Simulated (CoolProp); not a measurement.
Chlorine at 262.4 K and 3.52 MPa is throttled through a valve to 2.3 MPa with no heat exchange. Each further row changes one setting.

Computed with CoolProp (reference Helmholtz-energy equation of state, Thol 2021).

```json
[
 {"case": "as stated", "temperature change (K)": "+0.4"},
 {"case": "outlet pressure 0.69 MPa", "temperature change (K)": "+1.0"},
 {"case": "outlet pressure 2.99 MPa", "temperature change (K)": "+0.2"}
]
```
